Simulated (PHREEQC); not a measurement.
Consider water at 60 °C with 0.23 mol LiCl and 0.043 mol Sr(NO3)2 per kg of water. Closed to the air; pH follows from the charge balance.

All values are PHREEQC results (ion-association model, wateq4f.dat), not measurements.

Precipitation was switched off in this run.

Estimate the activity of water.

activity of water 0.990.

Away from 25 °C the constants follow the database's enthalpies or fits; those with neither stay at their 25 °C values.
